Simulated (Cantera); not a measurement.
Input (Python, Cantera) and output of one run.

```python
import numpy as np
import cantera as ct

gas_names = """
    N N2 V VN
""".split()
cond_names = """
    V(cr) V(L) VN(s)
""".split()


# ... load() reads the species with a 1 bar reference pressure and builds the phases ...
atoms = {
    'V': {'V': 1},
    'N2': {'N': 2},
}
top_T = {'VN(s)': 2300}  # K; cautious upper limits of use, not melting points


# ... equilibrate(T, P, feed) seeds the gas with the atoms and calls Mixture.equilibrate('TP', solver="vcs", rtol=1e-11, max_steps=5000) ...
results = []
feed = {'V': 1, 'N2': 41}  # mol
T = 2273  # K
for P in [0.1, 1, 10, 100, 1000, 10000, 100000, 1000000]:
    mix = equilibrate(T, P, feed)
    results.append((T, P, feed, dict(zip(mix.species_names, mix.species_moles))))

top = {s: max(r[3][s] / sum(r[3][g] for g in gas_names) for r in results) for s in gas_names}
cols = sorted((s for s in top if top[s] > 0.001), key=lambda s: -top[s])[:7]
seen = [c for c in cond_names if any(r[3].get(c, 0) > 1e-12 for r in results)]
print("log10 of partial pressures in bar; condensed amounts in mol")
print(f"{'P/Pa':>10s}" + "".join(f"{s[:9]:>10s}" for s in cols + seen))
for T, P, feed, n in results:
    ng = sum(n[g] for g in gas_names)
    print(f"{P:10.4g}" + "".join(f"{np.log10(max(n[s] / ng * P / 1e5, 1e-99)):10.3f}" for s in cols)
          + "".join(f"{n.get(c, 0):10.4g}" for c in seen))
```

Output:

```
log10 of partial pressures in bar; condensed amounts in mol
      P/Pa        N2         V      V(L)     VN(s)
       0.1    -6.010    -7.623         0         0
         1    -5.010    -6.623         0         0
        10    -4.010    -5.623         0         0
       100    -3.010    -4.623         0         0
      1000    -2.004    -4.086    0.6611         0
     1e+04    -1.000    -4.272         0    0.9783
     1e+05    -0.000    -4.773         0    0.9993
     1e+06     1.000    -5.273         0         1
```

These are equilibrium values from Cantera (NASA tables, ideal gas, pure condensed phases), not measurements of a reactor. VN: taken at fixed stoichiometry. Condensed phases not in the tables: V2N, N, O or C dissolved in the metal.
